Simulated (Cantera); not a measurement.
An adiabatic, constant-pressure homogeneous reactor starts with 10.1 % CH3OH, 18.9 % O2, 71.0 % N2, equivalence ratio 0.80, at 1750 K and 63000 Pa.

Detailed kinetics in Cantera: GRI-Mech 3.0 (53 species, 325 reactions). GRI-Mech 3.0 was tuned for natural gas; its chemistry of methanol as a main component is partial and can be far from experiment.

One state of this run: T (K) = 2706; x CH3OH = <1e-12; x O2 = 0.0437; x CH3 = <1e-12; x C2H4 = <1e-12; x C2H = <1e-12; x C2H6 = <1e-12. x: mole fraction; the columns are a selection and need not sum to one.

Question: Which value of t (s) does it belong to?
(A) 1.53e-5
(B) 5.52e-6
(C) 2.00e-6
(D) 3.00

Answer: D, 3.00
